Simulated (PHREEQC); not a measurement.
# Leach liquor: an equilibrium model

Dissolve 0.02 mol HCl, 0.061 mol CuSO4 and 0.00083 mol MgSO4 per kg of water at 20 °C. Closed to the air; pH follows from the charge balance.

The numbers come from PHREEQC with the ion-association model, wateq4f.dat.

This is a speciation only: nothing precipitates in the calculation.

Q: Estimate the pH, ionic strength.

A: pH 2.06; ionic strength 0.152 mol/kgw.

Q: In which forms is Mg present?

A: Mg+2 59 %, MgSO4 41 % of the Mg.
